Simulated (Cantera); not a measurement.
Silicon oxide and oxynitride deposition: SiF₄ + H₂O + N₂

A closed system holds: 1 mol SiF₄, 4.3 mol H₂O, 190 mol N₂, at 0.00450 bar.

Cantera equilibrium calculation (NASA polynomials, part measured and part estimated; ideal gas, pure solids and liquids). Candidate condensed phases: H₂O, Si, SiO₂, Si₂N₂O, Si₃N₄; 58 gas species. The tables hold silica as quartz up to 1696 K and as liquid above; real silica turns to tridymite and cristobalite and melts near 1996 K. Kinetics and transport are ignored.

```
T (°C)   x N₂    x HF   x H₂O      x H₂      x O₂       x H  n SiO₂(β-quartz)  n SiO₂(condensed)
------  -----  ------  ------  --------  --------  --------  ----------------  -----------------
1327    0.968  0.0204  0.0115  0.000155   5.44e-5   1.01e-5             1.000                  0
1352    0.968  0.0204  0.0115  0.000187   6.58e-5   1.44e-5             1.000                  0
1377    0.968  0.0204  0.0115  0.000226   7.90e-5   2.03e-5             1.000                  0
1402    0.968  0.0204  0.0114  0.000270   9.44e-5   2.84e-5             1.000                  0
1427    0.968  0.0204  0.0113  0.000321  0.000112   3.93e-5                 0              1.000
1452    0.968  0.0204  0.0113  0.000378  0.000133   5.39e-5                 0              0.999
1477    0.968  0.0204  0.0112  0.000444  0.000157   7.30e-5                 0              0.999
1502    0.967  0.0204  0.0111  0.000517  0.000185   9.81e-5                 0              0.997
1527    0.967  0.0204  0.0110  0.000597  0.000217  0.000130                 0              0.995
1552    0.967  0.0204  0.0108  0.000684  0.000256  0.000172                 0              0.990
1577    0.967  0.0204  0.0107  0.000776  0.000304  0.000224                 0              0.981
1602    0.967  0.0204  0.0106  0.000870  0.000363  0.000288                 0              0.967
```
x: gas mole fraction; n: condensed amount in mol.

From 1327 °C to 1402 °C the condensed part is SiO₂(β-quartz). From 1427 °C to 1602 °C the condensed part is SiO₂(condensed). The main Si-bearing gas is SiF₄ at 1327 °C and SiO at 1602 °C.
